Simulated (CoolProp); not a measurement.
Vapour-liquid equilibrium of R1234ze(E) (1) + n-pentane (2) at 3.53 bar; x and y are mole fractions of (1).

The numbers come from the multi-fluid Helmholtz-energy mixture model, Thol 2016 and Thol 2019; pair parameters Bell 2016 in CoolProp.

```tsv
x	bubble temperature, mixture model (°C)	bubble temperature, Raoult's law (°C)	y, mixture model	y, Raoult's law
0.05	63.5	70.3	0.336	0.230
0.15	44.1	57.8	0.650	0.515
0.25	33.5	48.4	0.771	0.678
0.35	27.5	41.0	0.828	0.780
0.45	23.9	34.9	0.860	0.848
0.55	21.5	29.8	0.882	0.896
0.65	19.6	25.5	0.900	0.931
0.75	18.0	21.7	0.919	0.957
0.85	16.5	18.4	0.942	0.977
0.95	14.8	15.4	0.976	0.993
```

The largest gap from Raoult's law is -14.9 K in bubble temperature, at x = 0.25. No azeotrope shows between x = 0.05 and 0.95.

The pair parameters rest on a limited set of measurements; away from them the model extrapolates. With so large a gap from Raoult's law the liquid may split in two, which this calculation doesn't test in full.
